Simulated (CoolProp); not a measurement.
Properties of R1233zd(E) along the isotherm 176.85 °C.

The numbers come from the reference Helmholtz-energy equation of state, Akasaka 2022 in CoolProp.

```tsv
p (kPa)	phase	density (kg/m³)	cv (kJ/(kg K))	Joule-Thomson coefficient (K/MPa)
119	gas	4.196	0.9157	9.343
239	gas	8.524	0.9175	9.461
358	gas	12.92	0.9193	9.582
478	gas	17.45	0.9212	9.708
597	gas	22.06	0.9231	9.838
717	gas	26.83	0.9252	9.974
836	gas	31.69	0.9273	10.11
955	gas	36.68	0.9294	10.26
1070	gas	41.64	0.9316	10.41
1190	gas	46.97	0.9340	10.56
1310	gas	52.46	0.9364	10.73
1430	gas	58.14	0.9390	10.90
1550	gas	64.01	0.9417	11.09
1670	gas	70.09	0.9445	11.28
1790	gas	76.40	0.9474	11.47
```
